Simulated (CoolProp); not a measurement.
Saturated liquid density (kg/m³) of fluoroethane (R161): the reference equation beside estimates from Tc = 375.2 K, pc = 5.010 MPa, ω = 0.216. Rackett uses Z = 0.29056 − 0.08775 ω.

The numbers come from the reference Helmholtz-energy equation of state, Wu 2012 in CoolProp.

```
T (K)  reference  Rackett  Peng-Robinson
-----  ---------  -------  -------------
211.7      850.6    794.5          828.5
223.6      834.5    777.2          812.0
235.5      817.9    759.4          794.1
247.3      800.6    741.0          774.8
259.2      782.3    721.7          753.7
271.1      762.6    701.5          730.7
282.9      741.5    680.5          705.7
294.8      718.1    657.9          677.8
```

Absolute difference from the reference over all 8 rows, mean and median: Rackett 7.6 and 7.6 %, Peng-Robinson 3.7 and 3.4 %.
